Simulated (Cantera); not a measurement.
**Thermodynamics of hydrogen reduction and annealing atmospheres, feed CuO + H2 + H2O**

Charge: 1 mol CuO, 600 mol H2, 0.092 mol H2O, held at 0.920 bar.

These are equilibrium values from Cantera (NASA tables, ideal gas, pure condensed phases), not measurements of a reactor. Candidate condensed phases: Cu, CuO, Cu(OH)2, Cu2O, H2O; 12 gas species. Rates play no part.

| T (°C) | x H2 | x H2O | x H | x Cu | x Cu2 | n Cu(s) | n Cu(l) |
|---|---|---|---|---|---|---|---|
| 927 | 0.998 | 0.00182 | 2.06e-7 | 1.33e-8 | <1e-12 | 1.000 | 0 |
| 952 | 0.998 | 0.00182 | 3.25e-7 | 2.63e-8 | <1e-12 | 1.000 | 0 |
| 977 | 0.998 | 0.00182 | 5.04e-7 | 5.04e-8 | 2.49e-12 | 1.000 | 0 |
| 1002 | 0.998 | 0.00182 | 7.68e-7 | 9.41e-8 | 6.03e-12 | 1.000 | 0 |
| 1027 | 0.998 | 0.00182 | 1.15e-6 | 1.71e-7 | 1.41e-11 | 1.000 | 0 |
| 1052 | 0.998 | 0.00182 | 1.70e-6 | 3.05e-7 | 3.18e-11 | 1.000 | 0 |
| 1077 | 0.998 | 0.00182 | 2.48e-6 | 5.32e-7 | 6.98e-11 | 1.000 | 0 |
| 1102 | 0.998 | 0.00182 | 3.57e-6 | 8.94e-7 | 1.44e-10 | 0 | 0.999 |
| 1127 | 0.998 | 0.00182 | 5.07e-6 | 1.47e-6 | 2.86e-10 | 0 | 0.999 |
| 1152 | 0.998 | 0.00182 | 7.11e-6 | 2.36e-6 | 5.54e-10 | 0 | 0.999 |
| 1177 | 0.998 | 0.00182 | 9.85e-6 | 3.74e-6 | 1.05e-9 | 0 | 0.998 |
x: gas mole fraction; n: condensed amount in mol.

From 927 °C to 1077 °C the condensed part is Cu(s). From 1102 °C to 1177 °C the condensed part is Cu(l). The main Cu-bearing gas is Cu throughout.
